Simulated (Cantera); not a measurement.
An isothermal, constant-pressure homogeneous reactor starts with NO : N₂ = 1 : 7.4 (molar parts), at 2050 K and 100.0 Torr. Integrator tolerance rtol = 1e-08.

Detailed kinetics in Cantera: GRI-Mech 3.0 (53 species, 325 reactions).

```csv
quantity,before,after
x(NO) at 70.0 s,0.00498 (gas-phase equilibrium 0.00498),0.116 (gas-phase equilibrium 0.000804)
x(N₂O) at 70.0 s,1.11e-7 (gas-phase equilibrium 1.11e-7),4.40e-6 (gas-phase equilibrium 1.95e-8)
x(O) at 70.0 s,0.000638 (gas-phase equilibrium 0.000638),7.84e-7 (gas-phase equilibrium 3.80e-6)
x(NO₂) at 70.0 s,1.50e-6 (gas-phase equilibrium 1.50e-6),2.15e-5 (gas-phase equilibrium 7.71e-7)
x(O₂) at 70.0 s,0.0567 (gas-phase equilibrium 0.0567),0.00166 (gas-phase equilibrium 0.0591)
x(N₂) at 70.0 s,0.938 (gas-phase equilibrium 0.938),0.883 (gas-phase equilibrium 0.940)
```

Problem. Name the change that produced these shifts.
(A) pressure from 100.0 Torr to 7.50 Torr
(B) temperature 2050 to 1723 K
(C) temperature 2050 to 1750 K
(D) temperature 2050 to 1525 K

Solution. D, temperature 2050 to 1525 K
